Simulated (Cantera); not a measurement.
Source: NASA polynomial tables (part measured, part estimated), evaluated in Cantera. Values are per mole of reaction as written; species without (g) are pure solids or liquids, kept so even where they would boil at 1 bar.

Task: Between 800 and 1200 K, where is each reaction favourable under standard conditions?
- Cu₂O + NO(g) ⇌ NO₂(g) + 2 Cu

Result: 
- Cu₂O + NO(g) ⇌ NO₂(g) + 2 Cu: ΔG° is 113 kJ at 800 K and 114 kJ at 1200 K; it stays positive (K < 1). ΔH° is 109 kJ and ΔS° -4 J/K at 1200 K.
